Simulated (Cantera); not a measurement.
Mixture: CH₄ : H₂ : O₂ : N₂ = 1 : 1.4 : 1.8 : 7.38 (molar parts), at 0.306 atm, adiabatic and at constant volume. Ignition delay is the time to a rise of 400 K.

Model: GRI-Mech 3.0 (53 species, 325 reactions), integrated in Cantera.

Question: Predict: delay at 1100 K; delay at 1300 K; delay at 1500 K; delay at 1700 K; apparent activation energy between 1600 and 1800 K.

Answer: 
```json
{
 "delay at 1100 K": "4.29 ms",
 "delay at 1300 K": "0.854 ms",
 "delay at 1500 K": "0.284 ms",
 "delay at 1700 K": "0.124 ms",
 "apparent activation energy between 1600 and 1800 K": "90 kJ/mol"
}
```
